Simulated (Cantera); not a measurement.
Feed: 1 mol CH₃SiCl₃, 0.7 mol C₂H₄, 1.5 mol H₂, held at 2375 K and 1.33 mbar.

Method: chemical equilibrium by Gibbs-energy minimisation in Cantera with the NASA 1993 tables (ideal gas, pure condensed phases). Candidate condensed phases: C, C₆H₆, C₇H₈, C₈H₁₈, Si, SiC; 109 gas species. The feed counts by its element totals alone. The tables' values for SiCl, SiCl₃ are old estimates; treat these amounts as uncertain. Gases not in the tables: Si₂H₆ and higher silanes. Kinetics and transport are ignored.

Base state: H₂ 0.323, HCl 0.225, H 0.219, Cl 0.109, Si 0.0805, SiCl₂ 0.0156, SiC₂ 0.0143, SiCl 0.00753 (mole fractions); condensed: C(graphite).

Q: What changes in the equilibrium state with this change: C₂H₄ from 0.7 to 1.4 mol?

A: 
```json
[
 {"species": "H₂", "before": "0.323", "after": "0.376"},
 {"species": "H", "before": "0.219", "after": "0.237"},
 {"species": "HCl", "before": "0.225", "after": "0.196"},
 {"species": "Cl", "before": "0.109", "after": "0.0884"},
 {"species": "SiCl₂", "before": "0.0156", "after": "0.00892"},
 {"species": "SiC₂", "before": "0.0143", "after": "0.0125"},
 {"species": "Si", "before": "0.0805", "after": "0.0707"},
 {"species": "SiCl₃", "before": "1.72e-5", "after": "7.96e-6"},
 {"species": "SiCl", "before": "0.00753", "after": "0.00534"},
 {"species": "Si₂C", "before": "0.00282", "after": "0.00218"},
 {"species": "Si₂", "before": "0.000107", "after": "8.26e-5"},
 {"species": "C(graphite), mol", "before": "2.11", "after": "3.48"}
]
```
The tables' values for SiCl are old estimates; treat these amounts as uncertain.

Q: What changes in the equilibrium state with this change: temperature from 2375 K to 1625 K?

A: 
```json
[
 {"species": "H₂", "before": "0.323", "after": "0.509"},
 {"species": "HCl", "before": "0.225", "after": "0.471"},
 {"species": "SiCl₂", "before": "0.0156", "after": "0.0174"},
 {"species": "H", "before": "0.219", "after": "0.00138"},
 {"species": "SiC₂", "before": "0.0143", "after": "6.53e-9"},
 {"species": "Si", "before": "0.0805", "after": "1.40e-6"},
 {"species": "Cl", "before": "0.109", "after": "0.00100"},
 {"species": "Si₂C", "before": "0.00282", "after": "5.25e-9"},
 {"species": "Si₂", "before": "0.000107", "after": "<1e-9"},
 {"species": "C₂H", "before": "7.39e-5", "after": "<1e-9"},
 {"species": "C₃", "before": "4.80e-5", "after": "<1e-9"},
 {"species": "C(graphite), mol", "before": "2.11", "after": "1.51"},
 {"species": "SiC(s), mol", "before": "0", "after": "0.894"}
]
```
The tables' values for SiCl₃ are old estimates; treat these amounts as uncertain.
